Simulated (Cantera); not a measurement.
# Premixed flame

A freely propagating, adiabatic, planar premixed flame of 8.26 % CH4, 2.15 % H2, 16.0 % O2, 73.6 % N2, equivalence ratio 1.1, unburnt at 575 K and 710000 Pa; multicomponent+Soret transport, grid criteria slope 0.08 and curve 0.16, no radiation.

Computed with Cantera and GRI-Mech 3.0 (53 species, 325 reactions). Burning velocities carry a grid error of a few per cent, more on coarse grids.

| z (mm) | T (K) | u (m/s) | x CH4 | x H2 | x O2 | x H | x C2H | x CO |
|---|---|---|---|---|---|---|---|---|
| -0.319 | 576 | 0.420 | 0.0825 | 0.0206 | 0.160 | <1e-8 | <1e-8 | 1.03e-5 |
| -0.213 | 583 | 0.425 | 0.0820 | 0.0194 | 0.160 | <1e-8 | <1e-8 | 0.000120 |
| -0.160 | 604 | 0.440 | 0.0803 | 0.0182 | 0.159 | <1e-8 | <1e-8 | 0.000503 |
| -0.106 | 713 | 0.520 | 0.0732 | 0.0169 | 0.152 | <1e-8 | <1e-8 | 0.00284 |
| -0.0532 | 1140 | 0.837 | 0.0486 | 0.0172 | 0.114 | 7.54e-6 | <1e-8 | 0.0144 |
| -0.0266 | 1524 | 1.13 | 0.0256 | 0.0180 | 0.0748 | 0.000118 | <1e-8 | 0.0266 |
| 0 | 1894 | 1.41 | 0.00505 | 0.0171 | 0.0324 | 0.00112 | 2.74e-7 | 0.0368 |
| 0.0266 | 2051 | 1.52 | 0.000219 | 0.0137 | 0.0115 | 0.00250 | 1.48e-7 | 0.0327 |
| 0.0532 | 2107 | 1.56 | 5.46e-6 | 0.0123 | 0.00577 | 0.00254 | <1e-8 | 0.0267 |
| 0.106 | 2161 | 1.59 | <1e-8 | 0.0117 | 0.00289 | 0.00184 | <1e-8 | 0.0226 |
| 0.213 | 2203 | 1.62 | <1e-8 | 0.0109 | 0.00131 | 0.00109 | <1e-8 | 0.0208 |
| 0.426 | 2227 | 1.63 | <1e-8 | 0.0104 | 0.000491 | 0.000608 | <1e-8 | 0.0199 |
| 0.851 | 2238 | 1.64 | <1e-8 | 0.0101 | 0.000186 | 0.000368 | <1e-8 | 0.0196 |
x: mole fraction of selected species; z is measured from the peak of heat release.

```json
{
  "laminar_burning_velocity": "42.0 cm/s",
  "thermal_thickness": "0.106 mm",
  "peak x(H)": "0.00264",
  "peak x(C2H)": "3.83e-7",
  "peak x(CO)": "0.0371",
  "grid_points": "143"
}
```
